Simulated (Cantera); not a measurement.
Feed: 1 mol Si, 2.3 mol SF6, 0.12 mol N2, 1.1 mol HF, equilibrated at 0.320 bar.

Cantera equilibrium calculation (NASA polynomials, part measured and part estimated; ideal gas, pure solids and liquids). Candidate condensed phases: S, Si, Si3N4; 52 gas species. The tables' values for SF3, S2F2 (SSF2), SF5 are old estimates; treat these amounts as uncertain. Kinetics and transport are ignored.

### Question
At 1025 K, list the 4 most abundant gas species with their mole fractions, and the condensed phases.

### Answer
SF4 0.435, HF 0.243, SiF4 0.221, SF6 0.0695. Condensed: gas only.
